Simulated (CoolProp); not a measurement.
Vapour-liquid equilibrium of R134a (1) + R124 (2) at 217.6 K; x and y are mole fractions of (1).

Computed with CoolProp (multi-fluid Helmholtz-energy mixture model, Tillner-Roth 1994 and de Vries 1995; pair parameters Bell 2016).

```
x     bubble pressure, mixture model (kPa)  bubble pressure, Raoult's law (kPa)  y, mixture model  y, Raoult's law
----  ------------------------------------  -----------------------------------  ----------------  ---------------
0.05                                 11.25                                10.99             0.115            0.096
0.15                                 12.71                                12.06               [?]            0.262
0.25                                 14.05                                13.12             0.433            0.402
0.35                                 15.26                                14.18             0.541            0.521
0.45                                 16.37                                15.25             0.630            0.623
0.55                                 17.38                                16.31             0.707            0.711
0.65                                 18.31                                17.38             0.776            0.789
0.75                                 19.18                                18.44               [?]            0.858
0.85                                   [?]                                19.50             0.904            0.920
0.95                                   [?]                                20.57               [?]            0.975
```

Q: Some entries are withheld; supply them.

A: 
- 0.15, y, mixture model: 0.296
- 0.75, y, mixture model: 0.841
- 0.85, bubble pressure, mixture model (kPa): 19.98
- 0.95, bubble pressure, mixture model (kPa): 20.74
- 0.95, y, mixture model: 0.967

The largest gap from Raoult's law is +7.6 % in bubble pressure, at x = 0.35. No azeotrope shows between x = 0.05 and 0.95.

Pair parameters are fitted to limited data, so mixtures are less certain than the pure fluids.
